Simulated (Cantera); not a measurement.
Input (Python, Cantera) and output of one run.

```python
import numpy as np
import cantera as ct

gas_names = """
    C CN CO CO2 C2 CCN CNC C2N2 C2O C3 C3O2 C4 C4N2 C5 N NCO NO NO2 NO3 N2 N2O O O2 O3 Si SiC SiC2 SiN
    SiO SiO2 Si2 Si2C Si2N Si3
""".split()
cond_names = """
    C(gr) Si(cr) Si(L) SiC(b) SiO2(Lqz) SiO2(hqz) SiO2(L) Si2N2O(s) Si3N4(a)
""".split()


# ... load() reads the species with a 1 bar reference pressure and builds the phases ...
atoms = {
    'SiC': {'Si': 1, 'C': 1},
    'N2O': {'N': 2, 'O': 1},
    'N2': {'N': 2},
}
top_T = {'C(gr)': 4500, 'SiC(b)': 3050, 'Si2N2O(s)': 2100, 'Si3N4(a)': 2400}  # K; cautious upper limits of use, not melting points


# ... equilibrate(T, P, feed) seeds the gas with the atoms and calls Mixture.equilibrate('TP', solver="vcs", rtol=1e-11, max_steps=5000) ...
results = []
T = 1298  # K
P = 101325  # Pa
for m in [0.56, 0.91, 1.3, 1.6, 1.9, 2.3, 2.6, 3, 3.3, 3.7]:
    feed = {'SiC': 1, 'N2O': m, 'N2': 1.2}  # mol
    mix = equilibrate(T, P, feed)
    results.append((T, P, feed, dict(zip(mix.species_names, mix.species_moles))))

top = {s: max(r[3][s] / sum(r[3][g] for g in gas_names) for r in results) for s in gas_names}
cols = sorted((s for s in top if top[s] > 0.001), key=lambda s: -top[s])[:6]
seen = [c for c in cond_names if any(r[3].get(c, 0) > 1e-12 for r in results)]
print("log10 of partial pressures in bar; condensed amounts in mol")
print(f"{'n(N2O)':>10s}" + "".join(f"{s[:9]:>10s}" for s in cols + seen))
for T, P, feed, n in results:
    ng = sum(n[g] for g in gas_names)
    print(f"{feed['N2O']:10.4g}" + "".join(f"{np.log10(max(n[s] / ng * P / 1e5, 1e-99)):10.3f}" for s in cols)
          + "".join(f"{n.get(c, 0):10.4g}" for c in seen))
```

It prints:

```
log10 of partial pressures in bar; condensed amounts in mol
    n(N2O)        N2        CO       CO2     C(gr) SiO2(hqz) Si2N2O(s)
      0.56    -0.014    -1.337    -4.950      0.94         0       0.5
      0.91    -0.016    -1.304    -4.884    0.9115    0.2143    0.3928
       1.3    -0.016    -1.304    -4.884    0.8851    0.4567    0.2716
       1.6    -0.016    -1.304    -4.884    0.8648    0.6432    0.1784
       1.9    -0.016    -1.304    -4.884    0.8446    0.8297   0.08516
       2.3    -0.030    -1.097    -4.471    0.7001         1         0
       2.6    -0.058    -0.860    -3.996    0.4004         1         0
         3    -0.087    -0.711    -3.698  0.001028         1         0
       3.3    -0.081    -0.890    -1.258         0         1         0
       3.7    -0.075    -1.288    -0.920         0         1         0
```

Method: chemical equilibrium by Gibbs-energy minimisation in Cantera with the NASA 1993 tables (ideal gas, pure condensed phases). Mutual solubility and eutectic melting of coexisting phases are not modelled. The tables hold silica as quartz up to 1696 K and as liquid above; real silica turns to tridymite and cristobalite and melts near 1996 K.
